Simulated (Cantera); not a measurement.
Charge: 1 mol B, 8.6 mol O₂, 2.2 mol H₂, at 2250 K and 10.0 Torr.

These are equilibrium values from Cantera (NASA tables, ideal gas, pure condensed phases), not measurements of a reactor. Candidate condensed phases: B, B₂O₃, B₃O₃H₃, H₂O; 23 gas species. Kinetics and transport are ignored.

Base state: O₂ 0.671, H₂O 0.168, HBO₂ 0.0756, OH 0.0310, O 0.0262, BO₂ 0.0168, B₂O₃ 0.00506, H 0.00338 (mole fractions); condensed: gas only.

**Question.** What changes in the equilibrium state with this change: temperature from 2250 K to 2123.15 K?

**Answer.** 
```csv
species,before,after
O₂,0.671,0.691
H₂O,0.168,0.176
HBO₂,0.0756,0.0834
O,0.0262,0.0117
OH,0.0310,0.0190
BO₂,0.0168,0.0108
BO,0.000213,5.66e-5
H,0.00338,0.00111
HBO,1.49e-5,5.01e-6
H₂,0.00276,0.00127
B₂O₃,0.00506,0.00496
```
